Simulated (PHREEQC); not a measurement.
Metal-bearing waste water: an equilibrium model

Consider water at 25 °C with 18 mmol/kgw FeCl3, 93 mmol/kgw Na2SeO4 and 8.8 mmol/kgw NaH2PO4. Closed to the air; pH follows from the charge balance.

Model: ion-association model, wateq4f.dat, run in PHREEQC.

Each row changes one thing in this solution. Precipitation was switched off in this run.

```csv
case,pH,ionic strength (mol/kgw),HSeO4- (mol/kgw),FeOH+2 (mol/kgw),Fe+3 (mol/kgw),Fe2(OH)2+4 (mol/kgw),SI of Halite (NaCl),SI of Goethite (FeOOH)
as made,2.63,0.354,0.00373,0.00236,0.00204,0.00133,-3.89,+5.21
NaH2PO4 left out,2.40,0.361,0.00622,0.00336,0.00501,0.00268,-3.92,+4.89
NaH2PO4 from 0.0088 to 0.00968 mol/kgw,2.67,0.354,0.00345,0.00223,0.00178,0.00119,-3.88,+5.25
0.0021 mol/kgw HBr added,2.54,0.355,0.00450,0.00228,0.00241,0.00125,-3.89,+5.02
NaH2PO4 from 0.0088 to 0.00176 mol/kgw,2.43,0.360,0.00576,0.00319,0.00437,0.00241,-3.91,+4.94
FeCl3 from 0.018 to 0.0198 mol/kgw,2.57,0.363,0.00423,0.00259,0.00257,0.00159,-3.85,+5.13
FeCl3 from 0.018 to 0.0036 mol/kgw,3.88,0.298,0.000223,0.000157,7.65e-6,6.30e-6,-4.57,+6.55
temperature from 25 to 85 °C,2.77,0.337,0.00909,0.00504,0.000184,0.00112,-4.03,+6.25
```

Complexes and solids missing from the database can't appear. Some of these states are supersaturated (in Strengite, Hematite (slow to form), Goethite (slow to form), for instance). H3PO4, which wateq4f.dat lacks, is added to it with the constant of phreeqc.dat. Constants without temperature data keep their 25 °C values here.
